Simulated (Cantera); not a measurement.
Feed: 1 mol TiO2, 0.54 mol C, 0.13 mol H2, 2.1 mol CH4, held at 0.860 bar.

These are equilibrium values from Cantera (NASA tables, ideal gas, pure condensed phases), not measurements of a reactor. Candidate condensed phases: C, C6H6, C7H8, C8H18, H2O, Ti, TiC, TiO, TiO2, Ti2O3, Ti3O5, Ti4O7; 113 gas species. Mutual solubility and eutectic melting of coexisting phases are not modelled. TiC: taken at fixed stoichiometry. Kinetics and transport are ignored. All values below are at 1527 °C.

Base state: H2 0.708, CO 0.292, H2O 0.000399, H 0.000325, CO2 4.30e-5, CH4 4.20e-5 (mole fractions); condensed: TiC(s) + Ti2O3(s).

### Question
What changes in the equilibrium state with this change: TiO2 replaced by MgO?

### Answer
| species | before | after |
|---|---|---|
| H2 | 0.708 | 0.889 |
| CO | 0.292 | 0.0548 |
| Mg | 0 | 0.0542 |
| MgH | 0 | 0.000643 |
| CO2 | 4.30e-5 | 1.93e-7 |
| C2H2 (acetylene) | 1.99e-6 | 0.000156 |
| H2O | 0.000399 | 1.20e-5 |
| CH4 | 4.20e-5 | 0.000523 |
| TiC(s), mol | 0.857 | 0 |
| Ti2O3(s), mol | 0.0715 | 0 |
| C(graphite), mol | 0 | 2.37 |
| MgO(s), mol | 0 | 0.733 |
The tables' values for MgH are old estimates; treat these amounts as uncertain. Further candidate phases: Mg, MgCO3, MgO, Mg(OH)2.

### Question
What changes in the equilibrium state with this change: TiO2 replaced by PbO?

### Answer
| species | before | after |
|---|---|---|
| H2 | 0.708 | 0.683 |
| CO | 0.292 | 0.158 |
| Pb | 0 | 0.158 |
| Pb2 | 0 | 0.000159 |
| C2H2 (acetylene) | 1.99e-6 | 0.000120 |
| TiC(s), mol | 0.857 | 0 |
| Ti2O3(s), mol | 0.0715 | 0 |
| C(graphite), mol | 0 | 1.64 |
Further candidate phases: Pb, PbO, PbO2, Pb3O4.
